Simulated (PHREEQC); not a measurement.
A made-up water analysis in mg/L, 20 °C, pH 6.61, pe 11.1: Na 489; K 3.07; Ca 124; Mg 161; Cl 257; S(6) as SO4 1230; Alkalinity as HCO3 412; Sr 3.98; O(0) (dissolved oxygen) 1.06.

Na is adjusted to close the charge balance.
Valence states are taken as typed.

Equilibrium calculation in PHREEQC: ion-association model, phreeqc.dat.

This is a speciation only: nothing precipitates in the calculation.

Question: Predict the ionic strength, specific conductance.

Answer: ionic strength 0.0497 mol/kgw; specific conductance 2970 µS/cm.

Question: In which forms is S present?

Answer: SO4-2 75 %, MgSO4 15 %, CaSO4 6.2 %, NaSO4- 3.3 % of the S.

Complexes and solids missing from the database can't appear.
